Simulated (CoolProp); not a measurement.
Ammonia at 298.15 K and 0.447 MPa is compressed adiabatically to 0.883 MPa with isentropic efficiency 0.7. Each further row changes one setting.

The numbers come from the reference Helmholtz-energy equation of state, Gao 2020 in CoolProp.

| case | work (kJ/kg) | final temperature (K) | final density (kg/m³) |
|---|---|---|---|
| as stated | 145 | 366.0 | 5.16 |
| efficiency 1 | 102 | 348.3 | 5.48 |
| efficiency 0.65 | 157 | 370.6 | 5.09 |
